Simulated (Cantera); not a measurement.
An isothermal, constant-pressure homogeneous reactor starts with NO : N₂ = 1 : 0.23 (molar parts), at 2125 K and 0.316 atm. Integrator tolerance rtol = 1e-08.

Model: GRI-Mech 3.0 (53 species, 325 reactions), integrated in Cantera.

Task: What does this change do: pressure from 0.316 atm to 0.701 atm?

Result: 
```tsv
quantity	before	after
x(NO) at 2.00 s	0.0243 (gas-phase equilibrium 0.0126)	0.0156 (gas-phase equilibrium 0.0126)
x(N₂O) at 2.00 s	4.92e-7 (gas-phase equilibrium 3.44e-7)	5.44e-7 (gas-phase equilibrium 5.13e-7)
x(NO₂) at 2.00 s	2.66e-5 (gas-phase equilibrium 1.39e-5)	2.56e-5 (gas-phase equilibrium 2.08e-5)
x(O) at 2.00 s	0.00184 (gas-phase equilibrium 0.00185)	0.00124 (gas-phase equilibrium 0.00125)
x(O₂) at 2.00 s	0.393 (gas-phase equilibrium 0.399)	0.398 (gas-phase equilibrium 0.399)
```

Task: What does this change do: pressure from 0.316 atm to 0.0132 atm?

Result: 
```tsv
quantity	before	after
x(NO) at 2.00 s	0.0243 (gas-phase equilibrium 0.0126)	0.395 (gas-phase equilibrium 0.0125)
x(N₂O) at 2.00 s	4.92e-7 (gas-phase equilibrium 3.44e-7)	3.05e-5 (gas-phase equilibrium 6.95e-8)
x(NO₂) at 2.00 s	2.66e-5 (gas-phase equilibrium 1.39e-5)	6.25e-5 (gas-phase equilibrium 2.80e-6)
x(O) at 2.00 s	0.00184 (gas-phase equilibrium 0.00185)	0.00670 (gas-phase equilibrium 0.00903)
x(O₂) at 2.00 s	0.393 (gas-phase equilibrium 0.399)	0.204 (gas-phase equilibrium 0.394)
```
Radical loss at walls, strong at low pressure, is not modelled.
